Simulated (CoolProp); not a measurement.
Properties of methanol along the isotherm -6.65 °C (Tc = 240.2 °C, pc = 8.216 MPa, ω = 0.565).

Values from CoolProp's reference Helmholtz-energy equation of state, de Reuck 1993.

```json
[
 {"p (MPa)": "0.316", "phase": "liquid", "Joule-Thomson coefficient (K/MPa)": "-0.3580", "isothermal compressibility (1/MPa)": "0.001022", "Prandtl number": "10.4", "fugacity coefficient": "0.008332"},
 {"p (MPa)": "0.632", "phase": "liquid", "Joule-Thomson coefficient (K/MPa)": "-0.3582", "isothermal compressibility (1/MPa)": "0.001018", "Prandtl number": "10.4", "fugacity coefficient": "0.004190"},
 {"p (MPa)": "0.948", "phase": "liquid", "Joule-Thomson coefficient (K/MPa)": "-0.3584", "isothermal compressibility (1/MPa)": "0.001015", "Prandtl number": "10.4", "fugacity coefficient": "0.002809"},
 {"p (MPa)": "1.26", "phase": "liquid", "Joule-Thomson coefficient (K/MPa)": "-0.3586", "isothermal compressibility (1/MPa)": "0.001011", "Prandtl number": "10.5", "fugacity coefficient": "0.002125"},
 {"p (MPa)": "1.58", "phase": "liquid", "Joule-Thomson coefficient (K/MPa)": "-0.3588", "isothermal compressibility (1/MPa)": "0.001008", "Prandtl number": "10.5", "fugacity coefficient": "0.001704"},
 {"p (MPa)": "1.9", "phase": "liquid", "Joule-Thomson coefficient (K/MPa)": "-0.3590", "isothermal compressibility (1/MPa)": "0.001005", "Prandtl number": "10.5", "fugacity coefficient": "0.001425"},
 {"p (MPa)": "2.21", "phase": "liquid", "Joule-Thomson coefficient (K/MPa)": "-0.3592", "isothermal compressibility (1/MPa)": "0.001001", "Prandtl number": "10.5", "fugacity coefficient": "0.001232"},
 {"p (MPa)": "2.53", "phase": "liquid", "Joule-Thomson coefficient (K/MPa)": "-0.3594", "isothermal compressibility (1/MPa)": "0.0009980", "Prandtl number": "10.5", "fugacity coefficient": "0.001082"},
 {"p (MPa)": "2.84", "phase": "liquid", "Joule-Thomson coefficient (K/MPa)": "-0.3595", "isothermal compressibility (1/MPa)": "0.0009947", "Prandtl number": "10.5", "fugacity coefficient": "0.0009695"},
 {"p (MPa)": "3.16", "phase": "liquid", "Joule-Thomson coefficient (K/MPa)": "-0.3597", "isothermal compressibility (1/MPa)": "0.0009914", "Prandtl number": "10.5", "fugacity coefficient": "0.0008762"},
 {"p (MPa)": "3.48", "phase": "liquid", "Joule-Thomson coefficient (K/MPa)": "-0.3599", "isothermal compressibility (1/MPa)": "0.0009882", "Prandtl number": "10.5", "fugacity coefficient": "0.0008002"},
 {"p (MPa)": "3.79", "phase": "liquid", "Joule-Thomson coefficient (K/MPa)": "-0.3601", "isothermal compressibility (1/MPa)": "0.0009850", "Prandtl number": "10.5", "fugacity coefficient": "0.0007388"},
 {"p (MPa)": "4.11", "phase": "liquid", "Joule-Thomson coefficient (K/MPa)": "-0.3603", "isothermal compressibility (1/MPa)": "0.0009818", "Prandtl number": "10.6", "fugacity coefficient": "0.0006851"}
]
```

Viscosity comes from a separate model (Xiang 2006). Thermal conductivity comes from a separate model (Sykioti 2013).
